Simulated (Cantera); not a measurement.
What does this Cantera script print?

```python
import numpy as np
import cantera as ct

gas_names = [...]  # 109 gases of nasa_gas.yaml made of C, Cl, H, Si
cond_names = """
    C(gr) C6H6(L) C7H8(L) C8H18(L),n-octa Si(cr) Si(L) SiC(b)
""".split()


# ... load() reads the species with a 1 bar reference pressure and builds the phases ...
atoms = {
    'CH3SiH3': {'C': 1, 'H': 6, 'Si': 1},
    'HCl': {'H': 1, 'CL': 1},
    'H2': {'H': 2},
}
top_T = {'C(gr)': 4500, 'SiC(b)': 3050}  # K; cautious upper limits of use, not melting points


# ... equilibrate(T, P, feed) seeds the gas with the atoms and calls Mixture.equilibrate('TP', solver="vcs", rtol=1e-11, max_steps=5000) ...
results = []
feed = {'CH3SiH3': 1, 'HCl': 0.61, 'H2': 1.3}  # mol
P = 28000  # Pa
for T in [1025, 1125, 1225, 1325, 1425, 1525, 1625, 1725, 1825, 1925, 2025, 2125, 2225]:
    mix = equilibrate(T, P, feed)
    results.append((T, P, feed, dict(zip(mix.species_names, mix.species_moles))))

top = {s: max(r[3][s] / sum(r[3][g] for g in gas_names) for r in results) for s in gas_names}
cols = sorted((s for s in top if top[s] > 1e-05), key=lambda s: -top[s])[:9]
seen = [c for c in cond_names if any(r[3].get(c, 0) > 1e-12 for r in results)]
print("log10 of partial pressures in bar; condensed amounts in mol")
print(f"{'T/K':>10s}" + "".join(f"{s[:9]:>10s}" for s in cols + seen))
for T, P, feed, n in results:
    ng = sum(n[g] for g in gas_names)
    print(f"{T:10.4g}" + "".join(f"{np.log10(max(n[s] / ng * P / 1e5, 1e-99)):10.3f}" for s in cols)
          + "".join(f"{n.get(c, 0):10.4g}" for c in seen))
```

Result:

```
log10 of partial pressures in bar; condensed amounts in mol
       T/K        H2       HCL       CH4     SiCL4         H     SiCL2 C2H2,acet    SiHCL3        CL     C(gr)    SiC(b)
      1025    -0.599    -1.684    -2.414    -2.460    -8.661    -5.751    -9.419    -3.441    -9.780         0    0.9342
      1125    -0.606    -1.539    -2.786    -2.858    -7.655    -5.097    -8.314    -3.685    -8.640         0    0.9716
      1225    -0.609    -1.486    -3.208    -3.350    -6.811    -4.576    -7.615    -3.979    -7.753         0    0.9892
      1325    -0.610    -1.469    -3.554    -3.891    -6.091    -4.203    -7.002    -4.323    -7.027         0    0.9951
      1425    -0.610    -1.464    -3.750    -4.493    -5.471    -4.004    -6.274    -4.745    -6.412         0    0.9969
      1525    -0.610    -1.463    -3.863    -5.084    -4.931    -3.896    -5.528    -5.178    -5.880 0.0003142    0.9972
      1625    -0.610    -1.464    -4.053    -5.518    -4.457    -3.715    -5.059    -5.471    -5.414   0.00191    0.9962
      1725    -0.610    -1.466    -4.221    -5.904    -4.036    -3.559    -4.646    -5.732    -5.003  0.003288    0.9948
      1825    -0.610    -1.469    -4.370    -6.250    -3.661    -3.422    -4.278    -5.966    -4.638   0.00428    0.9931
      1925    -0.611    -1.473    -4.503    -6.564    -3.325    -3.302    -3.950    -6.178    -4.311  0.004491     0.991
      2025    -0.611    -1.477    -4.623    -6.850    -3.021    -3.198    -3.655    -6.372    -4.017  0.003279    0.9885
      2125    -0.613    -1.483    -4.735    -7.112    -2.746    -3.105    -3.393    -6.549    -3.751         0    0.9853
      2225    -0.615    -1.493    -4.881    -7.323    -2.496    -2.986    -3.242    -6.680    -3.514         0    0.9792
```

Equilibrium computed with Cantera from the NASA thermochemical tables; the gas is ideal and each condensed phase is pure. The feed counts by its element totals alone. The tables' values for SiCl, SiCl3 are old estimates; treat these amounts as uncertain. Gases not in the tables: Si2H6 and higher silanes.
